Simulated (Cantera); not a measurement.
Cantera run:

```python
import numpy as np
import cantera as ct

gas_names = [...]  # 95 gases of nasa_gas.yaml made of C, F, H
cond_names = """
    C(gr) C6H6(L) C7H8(L) C8H18(L),n-octa
""".split()


# ... load() reads the species with a 1 bar reference pressure and builds the phases ...
atoms = {
    'C2F6': {'C': 2, 'F': 6},
    'H2': {'H': 2},
}
top_T = {'C(gr)': 4500}  # K; cautious upper limits of use, not melting points


# ... equilibrate(T, P, feed) seeds the gas with the atoms and calls Mixture.equilibrate('TP', solver="vcs", rtol=1e-11, max_steps=5000) ...
results = []
feed = {'C2F6': 1, 'H2': 0.19}  # mol
P = 29  # Pa
for T in [1200, 1250, 1300, 1350, 1400, 1450, 1500, 1550, 1600, 1650, 1700, 1750, 1800, 1850]:
    mix = equilibrate(T, P, feed)
    results.append((T, P, feed, dict(zip(mix.species_names, mix.species_moles))))

top = {s: max(r[3][s] / sum(r[3][g] for g in gas_names) for r in results) for s in gas_names}
cols = sorted((s for s in top if top[s] > 1e-06), key=lambda s: -top[s])[:5]
seen = [c for c in cond_names if any(r[3].get(c, 0) > 1e-12 for r in results)]
print("log10 of partial pressures in bar; condensed amounts in mol")
print(f"{'T/K':>10s}" + "".join(f"{s[:9]:>10s}" for s in cols + seen))
for T, P, feed, n in results:
    ng = sum(n[g] for g in gas_names)
    print(f"{T:10.4g}" + "".join(f"{np.log10(max(n[s] / ng * P / 1e5, 1e-99)):10.3f}" for s in cols)
          + "".join(f"{n.get(c, 0):10.4g}" for c in seen))
```

Output:

```
log10 of partial pressures in bar; condensed amounts in mol
       T/K       CF4        HF       CF2         F       CF3     C(gr)
      1200    -3.642    -4.209    -8.632    -9.370    -9.214     0.595
      1250    -3.642    -4.209    -8.142    -8.819    -8.817     0.595
      1300    -3.642    -4.209    -7.691    -8.311    -8.452    0.5949
      1350    -3.642    -4.210    -7.273    -7.840    -8.113    0.5948
      1400    -3.642    -4.210    -6.886    -7.403    -7.799    0.5946
      1450    -3.642    -4.210    -6.526    -6.996    -7.508    0.5942
      1500    -3.643    -4.210    -6.191    -6.616    -7.236    0.5933
      1550    -3.645    -4.211    -5.878    -6.261    -6.983    0.5916
      1600    -3.648    -4.213    -5.586    -5.928    -6.747    0.5885
      1650    -3.654    -4.216    -5.314    -5.616    -6.527    0.5831
      1700    -3.665    -4.222    -5.061    -5.324    -6.325    0.5742
      1750    -3.685    -4.231    -4.826    -5.051    -6.141    0.5599
      1800    -3.717    -4.248    -4.613    -4.796    -5.978     0.538
      1850    -3.770    -4.274    -4.422    -4.561    -5.841    0.5061
```

Method: chemical equilibrium by Gibbs-energy minimisation in Cantera with the NASA 1993 tables (ideal gas, pure condensed phases). The feed counts by its element totals alone. Gases not in the tables: C2F6 and larger saturated fluorocarbons.
